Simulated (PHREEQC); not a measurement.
2.6 g of hydrous ferric oxide (600 m²/g; 0.2 weak and 0.005 strong sites per Fe, Dzombak-Morel constants, diffuse double layer) in 1 kg of water with 0.005 mol/kgw of an inert sodium salt, at 25 °C; the pH is set by adding NaOH or the inert anion's acid. O2 is buffered at 0.21 atm. The system is closed to CO2. Nothing may precipitate in this run.

Equilibrium calculation in PHREEQC: ion-association model, wateq4f.dat.

**Question.** Predict surface charge σ (C/m²), surface potential ψ (mV) at pH = 4, 4.5, 7.5, 9, 10.5.

**Answer.** 
```json
[
 {"pH": "4", "surface charge σ (C/m²)": "0.195", "surface potential ψ (mV)": "190"},
 {"pH": "4.5", "surface charge σ (C/m²)": "0.139", "surface potential ψ (mV)": "175"},
 {"pH": "7.5", "surface charge σ (C/m²)": "0.006", "surface potential ψ (mV)": "34"},
 {"pH": "9", "surface charge σ (C/m²)": "-0.009", "surface potential ψ (mV)": "-50"},
 {"pH": "10.5", "surface charge σ (C/m²)": "-0.052", "surface potential ψ (mV)": "-126"}
]
```

Complexes and solids missing from the database can't appear.
